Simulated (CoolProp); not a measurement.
Saturation properties of C3F8 (R218) (Tc = 345.0 K, pc = 2640 kPa, ω = 0.317).

Model: reference Helmholtz-energy equation of state, Lemmon 2006, in CoolProp. It is a short technical equation, of lower accuracy than the large ones.

```json
[
 {"T (K)": "156.7", "p (kPa)": "0.2717", "liquid density (kg/m³)": "1898", "liquid cp (kJ/(kg K))": "0.8283", "liquid viscosity (µPa s)": "2770"},
 {"T (K)": "160.9", "p (kPa)": "0.4439", "liquid density (kg/m³)": "1883", "liquid cp (kJ/(kg K))": "0.8347", "liquid viscosity (µPa s)": "2390"},
 {"T (K)": "165.1", "p (kPa)": "0.7042", "liquid density (kg/m³)": "1869", "liquid cp (kJ/(kg K))": "0.8412", "liquid viscosity (µPa s)": "2090"},
 {"T (K)": "169.3", "p (kPa)": "1.087", "liquid density (kg/m³)": "1854", "liquid cp (kJ/(kg K))": "0.8479", "liquid viscosity (µPa s)": "1830"},
 {"T (K)": "173.5", "p (kPa)": "1.637", "liquid density (kg/m³)": "1839", "liquid cp (kJ/(kg K))": "0.8548", "liquid viscosity (µPa s)": "1620"},
 {"T (K)": "177.7", "p (kPa)": "2.409", "liquid density (kg/m³)": "1825", "liquid cp (kJ/(kg K))": "0.8618", "liquid viscosity (µPa s)": "1450"},
 {"T (K)": "181.9", "p (kPa)": "3.471", "liquid density (kg/m³)": "1810", "liquid cp (kJ/(kg K))": "0.8689", "liquid viscosity (µPa s)": "1300"},
 {"T (K)": "186.1", "p (kPa)": "4.903", "liquid density (kg/m³)": "1796", "liquid cp (kJ/(kg K))": "0.8762", "liquid viscosity (µPa s)": "1170"},
 {"T (K)": "190.3", "p (kPa)": "6.802", "liquid density (kg/m³)": "1781", "liquid cp (kJ/(kg K))": "0.8836", "liquid viscosity (µPa s)": "1060"},
 {"T (K)": "194.5", "p (kPa)": "9.277", "liquid density (kg/m³)": "1766", "liquid cp (kJ/(kg K))": "0.8911", "liquid viscosity (µPa s)": "962"},
 {"T (K)": "198.6", "p (kPa)": "12.37", "liquid density (kg/m³)": "1751", "liquid cp (kJ/(kg K))": "0.8986", "liquid viscosity (µPa s)": "880"},
 {"T (K)": "202.8", "p (kPa)": "16.38", "liquid density (kg/m³)": "1737", "liquid cp (kJ/(kg K))": "0.9064", "liquid viscosity (µPa s)": "806"}
]
```

It boils at 236.4 K under 1 atm.

Viscosity comes from a separate model (Huber 2003), an estimate that may be off by 10 % or more.
